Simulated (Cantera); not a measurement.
A freely propagating, adiabatic, planar premixed flame of H2 : O2 : N2 : H2O = 1 : 0.962 : 3.62 : 0.89 (molar parts), equivalence ratio 0.52, unburnt at 423 K and 13300 Pa; multicomponent transport, grid criteria slope 0.08 and curve 0.16, no radiation.

Cantera simulation using the H2/O2 subset of GRI-Mech 3.0, which has no nitrogen chemistry; the numbers are that mechanism's predictions, not measurements. Burning velocities carry a grid error of a few per cent, more on coarse grids. Lean hydrogen flames are cellular in practice and burn faster than this planar one.

Problem. Predict: laminar burning velocity; thermal thickness; peak x(H2O2); peak x(O); peak x(HO2).

Solution. 
| Property | Result |
|---|---|
| laminar burning velocity | 99.1 cm/s |
| thermal thickness | 4.50 mm |
| peak x(H2O2) | 2.41e-5 |
| peak x(O) | 0.00431 |
| peak x(HO2) | 0.000128 |
